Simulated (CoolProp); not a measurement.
Properties of n-nonane along the isotherm 225.85 °C (Tc = 321.4 °C, pc = 2282 kPa, ω = 0.443).

Values from CoolProp's reference Helmholtz-energy equation of state, Lemmon 2006. It is a short technical equation, of lower accuracy than the large ones.

```
p (kPa)   phase  cp (kJ/(kg K))  expansivity (1/kK)  conductivity (mW/(m K))
-------  ------  --------------  ------------------  -----------------------
634      liquid             ___               2.360                     84.2
1270     liquid           3.092               2.257                     85.0
1900     liquid           3.079                 ___                     85.8
2540     liquid           3.067               2.086                     86.6
3170     liquid           3.057               2.015                     87.3
3800     liquid             ___               1.952                      ___
4440     liquid           3.039               1.893                     88.7
5070     liquid           3.031               1.841                     89.4
5700     liquid           3.024               1.792                      ___
```

Complete the blanks.


- 634, cp (kJ/(kg K)): 3.107
- 1900, expansivity (1/kK): 2.167
- 3800, cp (kJ/(kg K)): 3.047
- 3800, conductivity (mW/(m K)): 88.0
- 5700, conductivity (mW/(m K)): 90.0

Thermal conductivity comes from a separate model (Huber 2005).
